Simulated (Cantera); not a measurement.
Cantera with NASA thermochemical tables; ideal gases at 1 bar, condensed phases pure. Values are per mole of reaction as written; species without (g) are pure solids or liquids, kept so even where they would boil at 1 bar.

V2O5 + 5 NO(g) → 2 V + 5 NO2(g), with ΔH° = 1265.2 kJ and ΔS° = 74.1 J/K at 300 K.

**Question.** How far is the shortcut ΔG° ≈ ΔH°(300 K) − T·ΔS°(300 K) from the full temperature-dependent value at 1423, 1498, 1573, 1648, 1723, 1798, 1873, 1948, 2023, 2098, 2173 K?

**Answer.** 
| T (K) | shortcut (kJ) | full (kJ) | difference (kJ) | difference in log10 K | condensed phases |
|---|---|---|---|---|---|
| 1423 | 1159.7 | 1236.0 | -76.3 | 2.80 | V2O5(l), V(s) |
| 1498 | 1154.1 | 1239.9 | -85.8 | 2.99 | V2O5(l), V(s) |
| 1573 | 1148.5 | 1243.9 | -95.4 | 3.17 | V2O5(l), V(s) |
| 1648 | 1143.0 | 1248.0 | -105.0 | 3.33 | V2O5(l), V(s) |
| 1723 | 1137.4 | 1252.1 | -114.7 | 3.48 | V2O5(l), V(s) |
| 1798 | 1131.9 | 1256.2 | -124.3 | 3.61 | V2O5(l), V(s) |
| 1873 | 1126.3 | 1260.4 | -134.1 | 3.74 | V2O5(l), V(s) |
| 1948 | 1120.7 | 1264.6 | -143.8 | 3.86 | V2O5(l), V(s) |
| 2023 | 1115.2 | 1268.8 | -153.6 | 3.97 | V2O5(l), V(s) |
| 2098 | 1109.6 | 1273.0 | -163.3 | 4.07 | V2O5(l), V(s) |
| 2173 | 1104.1 | 1277.1 | -173.1 | 4.16 | V2O5(l), V(s) |
The shortcut ignores heat capacities and the phase changes listed.
